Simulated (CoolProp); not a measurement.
Vapour-liquid equilibrium of ethane (1) + C2F6 (R116) (2) at 181.8 K; x and y are mole fractions of (1).

Computed with CoolProp (multi-fluid Helmholtz-energy mixture model, Bücker 2006 and Lemmon 2006; pair parameters Bell 2016).

```json
[
 {"x": "0.05", "bubble pressure, mixture model (MPa)": "0.06071", "bubble pressure, Raoult's law (MPa)": "0.04877", "y, mixture model": "0.262", "y, Raoult's law": "0.089"},
 {"x": "0.15", "bubble pressure, mixture model (MPa)": "0.08387", "bubble pressure, Raoult's law (MPa)": "0.05280", "y, mixture model": "0.510", "y, Raoult's law": "0.247"},
 {"x": "0.25", "bubble pressure, mixture model (MPa)": "___", "bubble pressure, Raoult's law (MPa)": "0.05683", "y, mixture model": "0.616", "y, Raoult's law": "0.383"},
 {"x": "0.35", "bubble pressure, mixture model (MPa)": "0.1068", "bubble pressure, Raoult's law (MPa)": "0.06085", "y, mixture model": "0.664", "y, Raoult's law": "0.501"},
 {"x": "0.45", "bubble pressure, mixture model (MPa)": "0.1099", "bubble pressure, Raoult's law (MPa)": "0.06488", "y, mixture model": "___", "y, Raoult's law": "0.604"},
 {"x": "0.55", "bubble pressure, mixture model (MPa)": "0.1106", "bubble pressure, Raoult's law (MPa)": "0.06891", "y, mixture model": "0.692", "y, Raoult's law": "0.695"},
 {"x": "0.65", "bubble pressure, mixture model (MPa)": "0.1106", "bubble pressure, Raoult's law (MPa)": "0.07294", "y, mixture model": "0.693", "y, Raoult's law": "0.776"},
 {"x": "0.75", "bubble pressure, mixture model (MPa)": "0.1105", "bubble pressure, Raoult's law (MPa)": "0.07697", "y, mixture model": "___", "y, Raoult's law": "0.848"},
 {"x": "0.85", "bubble pressure, mixture model (MPa)": "0.1090", "bubble pressure, Raoult's law (MPa)": "0.08100", "y, mixture model": "0.726", "y, Raoult's law": "0.913"},
 {"x": "0.95", "bubble pressure, mixture model (MPa)": "0.09962", "bubble pressure, Raoult's law (MPa)": "0.08503", "y, mixture model": "0.840", "y, Raoult's law": "0.973"}
]
```

### Question
Complete the blanks.

### Answer

- 0.25, bubble pressure, mixture model (MPa): 0.09894
- 0.45, y, mixture model: 0.686
- 0.75, y, mixture model: 0.698

The largest gap from Raoult's law is +75.5 % in bubble pressure, at x = 0.35. y crosses x between x = 0.65 and 0.75: the model has an azeotrope there.

Pair parameters are fitted to limited data, so mixtures are less certain than the pure fluids. With so large a gap from Raoult's law the liquid may split in two, which this calculation doesn't test in full.
